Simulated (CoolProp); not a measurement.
Vapour pressure (MPa) of isobutane: the reference equation beside estimates from Tc = 407.8 K, pc = 3.629 MPa, ω = 0.184. Clausius-Clapeyron is anchored at 306.6 K with a constant enthalpy of vaporisation of 18.56 kJ/mol.

Computed with CoolProp (reference Helmholtz-energy equation of state, Bücker 2006).

| T (K) | reference | Lee-Kesler | Clausius-Clapeyron | van der Waals |
|---|---|---|---|---|
| 295.7 | 0.3263 | 0.3269 | 0.3406 | 0.8686 |
| 298.4 | ___ | 0.3541 | 0.3647 | 0.9085 |
| 301.2 | ___ | 0.3840 | ___ | 0.9512 |
| 303.9 | 0.4133 | 0.4146 | ___ | ___ |
| 306.6 | 0.4455 | ___ | 0.4455 | 1.037 |
| 309.3 | 0.4795 | 0.4811 | 0.4747 | ___ |
| 312 | 0.5153 | 0.5172 | 0.5053 | 1.128 |
| 314.7 | 0.5532 | 0.5552 | ___ | 1.175 |
| 317.4 | 0.5930 | 0.5952 | 0.5707 | 1.224 |
| 320.1 | 0.6349 | 0.6372 | 0.6056 | 1.273 |
| 322.8 | 0.6790 | 0.6815 | 0.6420 | 1.324 |
| 325.5 | 0.7253 | 0.7279 | 0.6799 | 1.377 |

Problem. Complete the blanks.

Solution. 
- 298.4, reference: 0.3532
- 301.2, reference: 0.3830
- 301.2, Clausius-Clapeyron: 0.3910
- 303.9, Clausius-Clapeyron: 0.4176
- 303.9, van der Waals: 0.9936
- 306.6, Lee-Kesler: 0.4469
- 309.3, van der Waals: 1.082
- 314.7, Clausius-Clapeyron: 0.5373

Absolute difference from the reference over all 12 rows, mean and median: Lee-Kesler 0.3 and 0.3 %, Clausius-Clapeyron 3.1 and 3.1 %, van der Waals 124.5 and 122.3 %.
